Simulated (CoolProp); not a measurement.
1-butene along the isotherm 251.85 °C: fugacity coefficient from the reference equation and from simpler models built on Tc = 146.1 °C, pc = 4.006 MPa, ω = 0.192; each cubic takes its own stable root.

Values from CoolProp's reference Helmholtz-energy equation of state, Lemmon 2005. It is a short technical equation, of lower accuracy than the large ones.

```tsv
p (MPa)	phase	reference
0.143	gas	0.9941
0.286	gas	0.9883
0.429	gas	0.9824
0.572	gas	0.9766
0.715	gas	0.9708
0.858	gas	0.9651
1	gas	0.9594
1.14	gas	0.9538
1.29	gas	0.9478
1.43	gas	0.9423
1.57	gas	0.9368
1.72	gas	0.9309
1.86	gas	0.9254
2	gas	0.9200
```

**Question.** How far does each simpler model (van der Waals, Redlich-Kwong, Soave-Redlich-Kwong) lie from the reference over these 14 states: mean and median of the absolute difference, and the worst?

**Answer.** 
- van der Waals: mean 0.2 %, median 0.2 %, worst -0.4 % at 251.85 °C and 2 MPa
- Redlich-Kwong: mean 0.3 %, median 0.3 %, worst -0.5 % at 251.85 °C and 2 MPa
- Soave-Redlich-Kwong: mean 0.3 %, median 0.3 %, worst +0.5 % at 251.85 °C and 2 MPa
